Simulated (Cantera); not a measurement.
Equilibrium for silicon nitride deposition: SiCl4 + NH3

Input: 1 mol SiCl4, a varied amount of NH3, held at 1873 K and 0.00200 bar.

Equilibrium computed with Cantera from the NASA thermochemical tables; the gas is ideal and each condensed phase is pure. Candidate condensed phases: NH4Cl, Si, Si3N4; 28 gas species. The tables' values for SiCl3, SiCl, SiN are old estimates; treat these amounts as uncertain. Gases not in the tables: Si2H6 and higher silanes. The numbers say what is thermodynamically allowed, not how fast it happens.

```csv
n(NH3) (mol),x H2,x HCl,x SiCl2,x N2,x Cl,x H,n Si(l)
1.1,0.159,0.457,0.231,0.130,0.0125,0.00575,0
2.6,0.396,0.273,0.134,0.179,0.00475,0.00908,0
4.1,0.494,0.196,0.0934,0.199,0.00305,0.0101,0
5.6,0.548,0.154,0.0707,0.210,0.00228,0.0107,0
7,0.579,0.130,0.0570,0.216,0.00186,0.0110,0
8.5,0.602,0.111,0.0468,0.221,0.00157,0.0112,0
10,0.619,0.0983,0.0393,0.225,0.00137,0.0114,0
11,0.628,0.0914,0.0353,0.227,0.00126,0.0114,0
13,0.642,0.0812,0.0288,0.229,0.00111,0.0116,0.0143
14,0.647,0.0775,0.0260,0.231,0.00105,0.0116,0.0304
```
x: gas mole fraction; n: condensed amount in mol.

From 1.1 mol NH3 to 11 mol NH3 nothing is condensed. From 13 mol NH3 to 14 mol NH3 the condensed part is Si(l). The main Si-bearing gas is SiCl2 throughout.
